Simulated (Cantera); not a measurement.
A Cantera script and what it prints.

```python
import numpy as np
import cantera as ct

gas_names = """
    Br Br2 H HBr H2 Si SiBr SiBr2 SiBr3 SiBr4 SiH SiHBr3 SiH2 SiH2Br2 SiH3 SiH3Br SiH4 Si2 Si3
""".split()
cond_names = """
    Br2(cr) Br2(L) Si(cr) Si(L)
""".split()


# ... load() reads the species with a 1 bar reference pressure and builds the phases ...
atoms = {
    'Si': {'Si': 1},
    'Br2': {'Br': 2},
    'H2': {'H': 2},
    'HBr': {'H': 1, 'Br': 1},
}
top_T = {}  # K; cautious upper limits of use, not melting points


# ... equilibrate(T, P, feed) seeds the gas with the atoms and calls Mixture.equilibrate('TP', solver="vcs", rtol=1e-11, max_steps=5000) ...
results = []
feed = {'Si': 1, 'Br2': 3.8, 'H2': 23, 'HBr': 11}  # mol
T = 575  # K
P = 7300  # Pa
mix = equilibrate(T, P, feed)
results.append((T, P, feed, dict(zip(mix.species_names, mix.species_moles))))
print(gas.report(threshold=0.001))
for i in range(1, mix.n_phases):
    print(f"{mix.phase(i).name:16s} {mix.phase_moles(i):12.5e} mol")
```

Output:

```
       temperature   575 K
          pressure   7300 Pa
           density   0.065217 kg/m^3
  mean mol. weight   42.711 kg/kmol
   phase of matter   gas

                          1 kg             1 kmol
                     ---------------   ---------------
          enthalpy       -4.0034e+05       -1.7099e+07  J
   internal energy       -5.1228e+05        -2.188e+07  J
           entropy            4991.5        2.1319e+05  J/K
    Gibbs function       -3.2704e+06       -1.3968e+08  J
 heat capacity c_p            737.61             31504  J/K
 heat capacity c_v            542.94             23189  J/K

                      mass frac. Y      mole frac. X     chem. pot. / RT
                     ---------------   ---------------   ---------------
               HBr           0.75159           0.39674           -35.679
                H2          0.027192           0.57609           -19.501
             SiBr4           0.22122          0.027174           -140.87
     [  +16 minor]        1.8395e-06         2.923e-07

Br2(L)            0.00000e+00 mol
Si(cr)            0.00000e+00 mol
```

Equilibrium computed with Cantera from the NASA thermochemical tables; the gas is ideal and each condensed phase is pure.
